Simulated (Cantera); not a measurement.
Feed: 1 mol SiH4, 1.3 mol NH3, at 1298 K and 3.38 Torr.

These are equilibrium values from Cantera (NASA tables, ideal gas, pure condensed phases), not measurements of a reactor. Candidate condensed phases: Si, Si3N4; 18 gas species. Mutual solubility and eutectic melting of coexisting phases are not modelled. Equilibrium is a limit: real reactors are often held back by kinetics, nucleation or transport.

Q: What is the equilibrium state?

A: 
```
Property         Result
-----------  ----------
x(H2)             1.000
x(N2)          0.000105
x(H)            1.60e-5
n(Si(s))     0.0256 mol
n(Si3N4(s))   0.325 mol
gas amount    3.950 mol
```
